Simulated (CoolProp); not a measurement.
Vapour-liquid equilibrium of dimethyl ether (1) + 1-butene (2) at 354.1 K; x and y are mole fractions of (1).

Model: multi-fluid Helmholtz-energy mixture model, Wu 2011 and Lemmon 2005; pair parameters Bell 2016, in CoolProp.

```csv
x,bubble pressure (kPa),y at the bubble point,dew pressure at overall composition x (kPa),liquid density (mol/L)
0.05,1285,0.085,1257,9.156
0.15,1412,0.233,1339,9.367
0.25,1534,0.357,1428,9.591
0.35,1650,0.465,1527,9.831
0.45,1760,0.561,1633,10.09
0.55,1865,0.649,1747,10.37
0.65,1965,0.730,1867,10.67
0.75,2059,0.809,1989,11.01
0.85,2149,0.885,2108,11.38
0.95,2233,0.961,2221,11.79
```

No azeotrope shows between x = 0.05 and 0.95.

Pair parameters are fitted to limited data, so mixtures are less certain than the pure fluids.
